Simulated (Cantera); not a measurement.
Input: 1 mol B2O3, 0.24 mol NH3, 0.16 mol H2, 3.3 mol O2, held at 10000 Pa.

Cantera equilibrium calculation (NASA polynomials, part measured and part estimated; ideal gas, pure solids and liquids). Candidate condensed phases: B, BN, B2O3, B3O3H3, H2O; 39 gas species. Gases not in the tables: H3BO3. Equilibrium is a limit: real reactors are often held back by kinetics, nucleation or transport. All values below are at 1025 °C.

Base state: O2 0.825, H2O 0.139, N2 0.0325, HBO2 0.00354, NO 0.000157, (HBO2)3 0.000136, OH 3.03e-5 (mole fractions); condensed: B2O3(l).

Question: What changes in the equilibrium state with this change: NH3 from 0.24 to 0.52 mol?

Answer: 
```csv
species,before,after
O2,0.825,0.701
H2O,0.139,0.230
N2,0.0325,0.0643
HBO2,0.00354,0.00456
(HBO2)3,0.000136,0.000289
NO,0.000157,0.000204
"B2O3(l), mol",0.993,0.989
```
